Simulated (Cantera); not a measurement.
Input (Python, Cantera):

```python
import numpy as np
import cantera as ct

gas = ct.Solution("gri30.yaml")
gas.TPX = 1675, 7200, {'C2H6': 2.1, 'N2': 4.3}
reactor = ct.IdealGasConstPressureReactor(gas, energy="off", clone=False)
net = ct.ReactorNet([reactor])
net.rtol, net.atol = 1e-08, 1e-18
show = ['C2H6', 'CH3', 'H2', 'CH4', 'C2H4', 'CH2']
times = np.geomspace(3e-05, 200, 15)

steps = ct.SolutionArray(gas, extra=["t"])
rows = []
print(f"{'t/s':>10s}{'T/K':>9s}{'P/Pa':>11s}" + "".join(f"{s:>11s}" for s in show))
for t in times:
    while net.time < t:
        t_next = net.step()
        steps.append(gas.state, t=t_next)
    rows.append([np.interp(t, steps.t, y) for y in (steps.T, steps.P, *steps(*show).X.T)])
    print(f"{t:10.3e}{rows[-1][0]:9.1f}{rows[-1][1]:11.4g}" + "".join(f"{x:11.3e}" for x in rows[-1][2:]))
rate = np.gradient(steps.T, steps.t)
print("integrator steps:", len(steps.t))
if steps.T.max() > steps.T[0] + 200:
    print(f"time of steepest temperature rise: {steps.t[rate.argmax()]:.4e} s")
gas.TPX = 1675, 7200, {'C2H6': 2.1, 'N2': 4.3}
gas.equilibrate("TP")
print(f"equilibrium (TP): T = {gas.T:.1f} K  " + "  ".join(f"{s} {gas[s].X[0]:.3e}" for s in show))
```

It prints:

```
       t/s      T/K       P/Pa       C2H6        CH3         H2        CH4       C2H4        CH2
 3.000e-05   1675.0       7200  2.776e-01  2.728e-02  1.398e-02  8.460e-03  1.442e-02  2.969e-05
 9.216e-05   1675.0       7200  1.467e-01  3.760e-02  7.886e-02  4.539e-02  8.328e-02  4.834e-05
 2.831e-04   1675.0       7200  2.043e-02  1.671e-02  1.708e-01  1.036e-01  1.167e-01  2.523e-05
 8.697e-04   1675.0       7200  9.134e-04  3.756e-03  2.337e-01  1.063e-01  6.721e-02  3.931e-06
 2.672e-03   1675.0       7200  1.086e-04  1.311e-03  2.645e-01  1.004e-01  3.235e-02  6.921e-07
 8.208e-03   1675.0       7200  4.458e-05  8.479e-04  2.847e-01  9.507e-02  9.501e-03  3.256e-07
 2.521e-02   1675.0       7200  4.181e-05  8.435e-04  3.000e-01  8.566e-02  1.342e-03  3.555e-07
 7.746e-02   1675.0       7200  2.576e-05  6.736e-04  3.233e-01  6.497e-02  8.275e-04  3.052e-07
 2.380e-01   1675.0       7200  8.689e-06  4.042e-04  3.566e-01  3.524e-02  4.680e-04  2.113e-07
 7.310e-01   1675.0       7200  1.375e-06  1.670e-04  3.816e-01  1.277e-02  3.415e-04  1.042e-07
 2.246e+00   1675.0       7200  1.523e-07  5.497e-05  3.914e-01  3.951e-03  3.289e-04  3.752e-08
 6.899e+00   1675.0       7200  3.334e-08  2.222e-05  3.941e-01  1.580e-03  3.298e-04  1.549e-08
 2.119e+01   1675.0       7200  2.465e-08  1.753e-05  3.944e-01  1.245e-03  3.301e-04  1.225e-08
 6.510e+01   1675.0       7200  2.458e-08  1.749e-05  3.944e-01  1.242e-03  3.301e-04  1.222e-08
 2.000e+02   1675.0       7200  2.457e-08  1.749e-05  3.944e-01  1.242e-03  3.301e-04  1.222e-08
integrator steps: 1686
equilibrium (TP): T = 1675.0 K  C2H6 1.697e-08  CH3 1.453e-05  H2 3.947e-01  CH4 1.033e-03  C2H4 2.278e-04  CH2 1.015e-08
```

Cantera simulation using GRI-Mech 3.0 (53 species, 325 reactions); the numbers are that mechanism's predictions, not measurements. GRI-Mech 3.0 stops at C3 and has no aromatics, soot or wall deposition, so with more carbon than oxygen in the feed, carbon stays in small species such as C2H2 where larger ones or solid carbon would form.
